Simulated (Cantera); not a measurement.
N2O furnace oxynitridation

A perfectly stirred reactor is fed with N₂O : H₂O = 1 : 0.022 (molar parts), at 2670 Pa; it is held at 1400 K, and followed from long to short residence time.

Computed with Cantera and GRI-Mech 3.0 (53 species, 325 reactions). GRI-Mech 3.0 was tuned for natural gas; its chemistry of N2O as a main component is partial and can be far from experiment. Radical loss at walls, strong at low pressure, is not modelled. The temperature is held fixed by assumption; the heat of reaction is taken as removed at once.

```tsv
τ (s)	x N₂O	x H₂O	x OH	x NO	x O	x NO₂	x O₂
0.46	0.743	0.0198	9.43e-5	0.0269	2.49e-5	0.000541	0.0651
0.21	0.854	0.0206	8.99e-5	0.0142	2.53e-5	0.000504	0.0341
0.098	0.916	0.0210	8.23e-5	0.00710	2.58e-5	0.000380	0.0170
0.045	0.949	0.0213	7.21e-5	0.00340	2.62e-5	0.000225	0.00805
0.021	0.964	0.0214	6.06e-5	0.00163	2.65e-5	0.000103	0.00379
0.0096	0.972	0.0215	4.76e-5	0.000767	2.65e-5	3.37e-5	0.00172
0.0044	0.976	0.0215	3.39e-5	0.000357	2.63e-5	7.38e-6	0.000769
```
x: mole fraction; the columns are a selection and need not sum to one.
